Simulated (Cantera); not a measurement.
Mixture: 10.3 % CO, 0.320 % H2, 1.65 % CH4, 18.4 % O2, 69.0 % N2, 0.258 % CO2, equivalence ratio 0.47, at 1.00 bar, adiabatic and at constant pressure. Ignition delay is the time to a rise of 400 K.

Cantera simulation using GRI-Mech 3.0 (53 species, 325 reactions); the numbers are that mechanism's predictions, not measurements. Where the delays flatten at high temperature, the 400 K rule measures the pace of heat release, not the induction time.

**Question.** Predict: delay at 1025 K; delay at 1175 K; delay at 1325 K; delay at 1475 K; delay at 1625 K; apparent activation energy between 1475 and 1625 K.

**Answer.** 
- delay at 1025 K = 7.41 ms
- delay at 1175 K = 1.57 ms
- delay at 1325 K = 0.558 ms
- delay at 1475 K = 0.274 ms
- delay at 1625 K = 0.170 ms
- apparent activation energy between 1475 and 1625 K = 63 kJ/mol
